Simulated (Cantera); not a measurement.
An isothermal, constant-pressure homogeneous reactor starts with C3H8 : H2 = 1 : 8.4 (molar parts), at 1950 K and 20.0 Torr.

Detailed kinetics in Cantera: GRI-Mech 3.0 (53 species, 325 reactions). GRI-Mech 3.0 was tuned for natural gas; its chemistry of propane as a main component is partial and can be far from experiment. GRI-Mech 3.0 stops at C3 and has no aromatics, soot or wall deposition, so with more carbon than oxygen in the feed, carbon stays in small species such as C2H2 where larger ones or solid carbon would form. Radical loss at walls, strong at low pressure, is not modelled.

x: mole fraction; the columns are a selection and need not sum to one.

| t (s) | x C3H8 | x H2 | x CH4 | x C2H4 | x C2H6 | x C2H2 | x C2H |
|---|---|---|---|---|---|---|---|
| 0.000300 | 1.80e-7 | 0.803 | 0.0963 | 0.00892 | 0.000125 | 0.0687 | 9.12e-6 |
| 0.000954 | 5.56e-8 | 0.817 | 0.0848 | 0.00239 | 5.84e-5 | 0.0823 | 7.17e-6 |
| 0.00304 | 1.64e-8 | 0.831 | 0.0665 | 0.00104 | 2.64e-5 | 0.0921 | 6.26e-6 |
| 0.00965 | [?] | 0.848 | [?] | [?] | [?] | [?] | [?] |
| 0.0307 | 2.92e-10 | 0.864 | 0.0156 | 9.70e-5 | 1.80e-6 | 0.114 | 9.15e-6 |
| 0.0977 | 5.79e-12 | 0.871 | 0.00364 | 3.13e-5 | 1.30e-7 | 0.119 | 1.22e-5 |
| 0.311 | <1e-12 | 0.872 | 0.000764 | 2.54e-5 | 6.68e-9 | 0.120 | 1.41e-5 |
| 0.988 | <1e-12 | 0.873 | 0.000236 | 2.50e-5 | 7.25e-10 | 0.120 | 1.43e-5 |
| 3.14 | <1e-12 | 0.873 | 0.000158 | 2.50e-5 | 3.70e-10 | 0.120 | 1.43e-5 |
| 10.0 | <1e-12 | 0.873 | 0.000156 | 2.50e-5 | 3.65e-10 | 0.120 | 1.43e-5 |

Question: Fill in the missing entries.

Answer: 
- 0.00965, x C3H8: 3.75e-9
- 0.00965, x CH4: 0.0405
- 0.00965, x C2H4: 0.000406
- 0.00965, x C2H6: 9.92e-6
- 0.00965, x C2H2: 0.103
- 0.00965, x C2H: 7.06e-6
